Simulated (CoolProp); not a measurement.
Computed with CoolProp (reference Helmholtz-energy equation of state, Lemmon 2006). It is a short technical equation, of lower accuracy than the large ones.

### Question
For carbonyl sulfide, give the phase and the density (kg/m³), isothermal compressibility (1/MPa), expansivity (1/kK), fugacity coefficient at 414.5 K and 73.5 bar; 414.5 K and 85.7 bar; 414.5 K and 147 bar.

### Answer
- 414.5 K and 73.5 bar: supercritical; density 207, isothermal compressibility 0.250, expansivity 10.7, fugacity coefficient 0.720
- 414.5 K and 85.7 bar: supercritical; density 282, isothermal compressibility 0.262, expansivity 16.7, fugacity coefficient 0.674
- 414.5 K and 147 bar: supercritical; density 640, isothermal compressibility 0.0376, expansivity 8.29, fugacity coefficient 0.492
